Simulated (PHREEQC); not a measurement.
A solution holds 5.9 mmol/kgw HNO3 and 2.52 mmol/kgw MgCl2, at 58 °C. Closed to the air; pH follows from the charge balance.

The numbers come from PHREEQC with the ion-association model, wateq4f.dat.

This is a speciation only: nothing precipitates in the calculation.

What pH does the model give?

pH 2.28.

Complexes and solids missing from the database can't appear. Away from 25 °C the constants follow the database's enthalpies or fits; those with neither stay at their 25 °C values.
